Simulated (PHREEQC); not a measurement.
Consider water at 25 °C with 0.027 mol/kgw HF and 0.0153 mol/kgw CuCl2. It is in equilibrium with CO2 at log p = -1 (atm). Otherwise closed; pH follows from the charge balance.

Computed with PHREEQC (ion-association model, phreeqc.dat).

This is a speciation only: nothing precipitates in the calculation.

Q: What pH, ionic strength does the model give?

A: pH 2.37; ionic strength 0.0488 mol/kgw.

Q: In which forms is F present?

A: HF 80 %, F- 15 %, HF2- 2.6 %, CuF+ 1.9 % of the F.
